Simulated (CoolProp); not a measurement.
Vapour-liquid equilibrium of isohexane (1) + n-hexane (2) at 239.1 K; x and y are mole fractions of (1).

The numbers come from the multi-fluid Helmholtz-energy mixture model, Lemmon 2006 and Thol 2019; pair parameters Bell 2016 in CoolProp.

```tsv
x	bubble pressure (MPa)	y at the bubble point	dew pressure at overall composition x (MPa)	liquid density (mol/L)
0.05	0.0007377	0.083	0.0007273	8.196
0.125	0.0007758	0.197	0.0007514	8.190
0.2	0.0008135	0.299	0.0007770	8.185
0.275	0.0008506	0.392	0.0008044	8.180
0.35	0.0008870	0.476	0.0008336	8.174
0.425	0.0009227	0.553	0.0008647	8.169
0.5	0.0009577	0.624	0.0008979	8.164
0.575	0.0009920	0.690	0.0009334	8.159
0.65	0.001026	0.751	0.0009710	8.154
0.725	0.001059	0.809	0.001011	8.149
0.8	0.001091	0.864	0.001053	8.145
0.875	0.001123	0.917	0.001097	8.140
0.95	0.001154	0.967	0.001143	8.135
```

No azeotrope shows between x = 0.05 and 0.95.

Pair parameters are fitted to limited data, so mixtures are less certain than the pure fluids.
